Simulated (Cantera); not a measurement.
An isothermal, constant-pressure homogeneous reactor starts with CH4 : H2 : CO2 = 0.0077 : 1 : 0.019 (molar parts), at 1600 K and 100.0 Torr. Integrator tolerance rtol = 1e-08.

Computed with Cantera and GRI-Mech 3.0 (53 species, 325 reactions).

Question: What does this change do: temperature 1600 to 2400 K?

Answer: 
```csv
quantity,before,after
x(CH4) at 70.0 s,0.00207 (gas-phase equilibrium 5.27e-8),1.63e-10 (gas-phase equilibrium 1.84e-10)
x(H2) at 70.0 s,0.959 (gas-phase equilibrium 0.963),0.922 (gas-phase equilibrium 0.922)
x(CO2) at 70.0 s,0.000115 (gas-phase equilibrium 9.48e-5),4.82e-5 (gas-phase equilibrium 4.82e-5)
x(CO) at 70.0 s,0.0201 (gas-phase equilibrium 0.0255),0.0250 (gas-phase equilibrium 0.0250)
x(HO2) at 70.0 s,<1e-12 (gas-phase equilibrium <1e-12),8.19e-12 (gas-phase equilibrium 8.19e-12)
x(H2O) at 70.0 s,0.0164 (gas-phase equilibrium 0.0107),0.0105 (gas-phase equilibrium 0.0105)
x(CH2) at 70.0 s,9.42e-10 (gas-phase equilibrium <1e-12),9.74e-12 (gas-phase equilibrium 1.10e-11)
```
